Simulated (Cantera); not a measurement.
Input: 1 mol CCl4, 12 mol H2, held at 1.00 Torr.

Cantera equilibrium calculation (NASA polynomials, part measured and part estimated; ideal gas, pure solids and liquids). Candidate condensed phases: C, C6H6, C7H8, C8H18; 91 gas species. Equilibrium is a limit: real reactors are often held back by kinetics, nucleation or transport.

x: gas mole fraction; nothing condenses.

| T (K) | x H | x Cl | x H2 | x C | x HCl | x C3 | x C2 |
|---|---|---|---|---|---|---|---|
| 2848 | 0.747 | 0.134 | 0.0798 | 0.00487 | 0.0209 | 0.00862 | [?] |
| 2948 | 0.786 | 0.137 | 0.0458 | 0.00872 | 0.0117 | 0.00726 | [?] |
| 3048 | 0.807 | 0.138 | 0.0261 | 0.0142 | 0.00655 | 0.00528 | 0.00227 |
| 3148 | 0.817 | 0.138 | 0.0150 | 0.0209 | 0.00375 | 0.00310 | 0.00226 |
| 3248 | 0.821 | 0.138 | 0.00881 | 0.0269 | 0.00220 | 0.00138 | [?] |
| 3348 | 0.823 | 0.138 | 0.00532 | 0.0308 | 0.00133 | 0.000469 | [?] |
| 3448 | 0.824 | 0.138 | 0.00330 | 0.0327 | 0.000830 | 0.000139 | [?] |
| 3548 | 0.825 | 0.138 | 0.00210 | 0.0336 | 0.000530 | 4.03e-5 | [?] |

Q: Fill in the missing entries.

A: 
- 2848, x C2: 0.00144
- 2948, x C2: 0.00192
- 3248, x C2: 0.00183
- 3348, x C2: 0.00122
- 3448, x C2: 0.000728
- 3548, x C2: 0.000420
